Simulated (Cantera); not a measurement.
Charge: 1 mol SiCl4, 2.6 mol H2, held at 873.15 K and 1.00 bar.

Method: chemical equilibrium by Gibbs-energy minimisation in Cantera with the NASA 1993 tables (ideal gas, pure condensed phases). Candidate condensed phases: Si; 19 gas species. The tables' values for SiCl3 are old estimates; treat these amounts as uncertain. Equilibrium is a limit: real reactors are often held back by kinetics, nucleation or transport.

Base state: H2 0.702, SiCl4 0.258, HCl 0.0199, SiHCl3 0.0195, SiH2Cl2 0.000135, SiCl3 6.24e-5 (mole fractions); condensed: gas only.

Question: What changes in the equilibrium state with this change: temperature from 873.15 K to 1073 K?

Answer: 
```json
[
 {"species": "H2", "before": "0.702", "after": "0.676"},
 {"species": "SiCl4", "before": "0.258", "after": "0.232"},
 {"species": "HCl", "before": "0.0199", "after": "0.0462"},
 {"species": "SiHCl3", "before": "0.0195", "after": "0.0417"},
 {"species": "SiCl2", "before": "8.87e-7", "after": "0.000307"},
 {"species": "SiCl3", "before": "6.24e-5", "after": "0.00211"},
 {"species": "SiH2Cl2", "before": "0.000135", "after": "0.000873"}
]
```
